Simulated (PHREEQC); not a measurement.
A column of 0.1 m (30 cells, dispersivity 0.008 m, 60 s a shift, diffusion coefficient 3e-10 m²/s) holds 0.079 eq of the database's cation exchanger X per kg of pore water, first in equilibrium with 0.00048 mol/kgw LiCl, 0.0073 mol/kgw CdCl2 and 1e-05 mol/kgw HCl. It is flushed with 0.0049 mol LiCl, 0.0012 mol MnCl2, 0.049 mol CaCl2 and 1e-05 mol HCl per kg of water, at 40 °C. Values are for the last cell. CO2 from the air is kept out. Nothing may precipitate in this run.

The series has 31 steps of pore volumes, from 0 to 4.017.

The numbers come from PHREEQC with the ion-association model, phreeqc.dat.

Q: After how many pore volumes does Ca at the outlet first reach half of its feed value?

A: By 1.8 pore volumes.

Q: After how many pore volumes does Mn at the outlet first reach half of its feed value?

A: By 1.5 pore volumes.

Species that the database lacks are ignored. Constants without temperature data keep their 25 °C values here.
